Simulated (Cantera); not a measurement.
**Equilibrium for silicon nitride deposition: trisilylamine + N2**

Feed: 1 mol trisilylamine, a varied amount of N2, at 923 K and 7.50 Torr.

Method: chemical equilibrium by Gibbs-energy minimisation in Cantera with the NASA 1993 tables (ideal gas, pure condensed phases). Candidate condensed phases: Si, Si3N4; 18 gas species. The feed counts by its element totals alone. Kinetics and transport are ignored.

```tsv
n(N2) (mol)	x H2	x N2	x NH3	x SiH4	x H	n Si(s)	n Si3N4(s)
0.55	1.00	3.86e-11	6.27e-11	3.27e-9	2.45e-9	1.43	0.525
1.4	1.00	3.86e-11	6.27e-11	3.27e-9	2.45e-9	0.150	0.950
2.3	0.849	0.151	3.07e-6	<1e-12	2.25e-9	0	1.00
3.2	0.726	0.274	3.27e-6	<1e-12	2.08e-9	0	1.00
4	0.643	0.357	3.11e-6	<1e-12	1.96e-9	0	1.00
4.9	0.570	0.430	2.85e-6	<1e-12	1.85e-9	0	1.00
5.8	0.511	0.489	2.58e-6	<1e-12	1.75e-9	0	1.00
6.6	0.469	0.531	2.36e-6	<1e-12	1.67e-9	0	1.00
7.5	0.429	0.571	2.14e-6	<1e-12	1.60e-9	0	1.00
8.4	0.395	0.605	1.95e-6	<1e-12	1.54e-9	0	1.00
9.2	0.369	0.631	1.80e-6	<1e-12	1.49e-9	0	1.00
```
x: gas mole fraction; n: condensed amount in mol.

From 0.55 mol N2 to 1.4 mol N2 the condensed part is Si(s) + Si3N4(s). From 2.3 mol N2 to 9.2 mol N2 the condensed part is Si3N4(s).
